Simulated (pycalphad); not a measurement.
An equivalent pycalphad script:

```python
from pycalphad import Database, equilibrium, calculate, variables as v
import numpy as np
db = Database('COST507.tdb')
comps = ['AL', 'CU', 'SI', 'VA']
phases = ['ALCU_DELTA', 'ALCU_EPSILON', 'ALCU_ETA', 'ALCU_PRIME', 'ALCU_THETA', 'ALCU_ZETA', 'BCC_A2', 'CU19SI6_ETA', 'CU33SI7_DELTA', 'CU4SI_EPSILON', 'CU56SI11_GAMMA', 'DIAMOND_A4', 'FCC_A1', 'GAMMA_D83', 'GAMMA_H', 'HCP_A3', 'LIQUID']
eq = equilibrium(db, comps, phases, {v.X('CU'): 0.0032, v.X('SI'): 0.0141, v.T: np.arange(1850, 499, -75), v.P: 101325, v.N: 1}, output=['HM', 'SM'])
```

CALPHAD calculation (pycalphad, COST 507 light-alloy database (1999)), 1 atm. The data set is of 1999 and partly superseded. The system is extrapolated from its subsystems; higher-order compounds may be missing. Phase fractions are per mole of atoms.

Results at three of the temperatures:

```
T = 1400.00 K, P = 101325 Pa, N = 1 mol of atoms
G = -75340 J/mol, H = 43848 J/mol, S = 85.13 J/(mol K)  (SER reference)
chemical potentials (J/mol): Al -74586, Cu -178522, Si -104444
phase             fraction      x(Al)      x(Cu)      x(Si)
LIQUID              1.0000     0.9827     0.0032     0.0141
```

```
T = 875.00 K, P = 101325 Pa, N = 1 mol of atoms
G = -34627 J/mol, H = 17597 J/mol, S = 59.68 J/(mol K)  (SER reference)
chemical potentials (J/mol): Al -34477, Cu -98931, Si -30460
phase             fraction      x(Al)      x(Cu)      x(Si)
FCC_A1              0.9100     0.9899     0.0018     0.0083
LIQUID              0.0900     0.9098     0.0175     0.0727
```

```
T = 500.00 K, P = 101325 Pa, N = 1 mol of atoms
G = -15661 J/mol, H = 5061 J/mol, S = 41.44 J/(mol K)  (SER reference)
chemical potentials (J/mol): Al -15582, Cu -62029, Si -10615
phase             fraction      x(Al)      x(Cu)      x(Si)
FCC_A1              0.9785     0.9992   0.000705   0.000133
DIAMOND_A4          0.0140   1.22e-11       none     1.0000
ALCU_THETA          0.0075     0.6674     0.3326       none
```

Changes of the phase set, refined by bisection:

| T (°C) | phases above | phases below |
|---|---|---|
| 649.7 | liquid | fcc + liquid |
| 565.4 | fcc + liquid | diamond (Si) + fcc + liquid |
| 565.2 | diamond (Si) + fcc + liquid | diamond (Si) + fcc |
| 336.5 | diamond (Si) + fcc | ALCU_THETA + diamond (Si) + fcc |

Database names, with the compositions (at.%) that they take in these runs: ALCU_THETA: Al 67 Cu 33. FCC_A1 is fcc; DIAMOND_A4 is diamond (Si). An entry "none" or "no" means that the model of the phase leaves that element out.
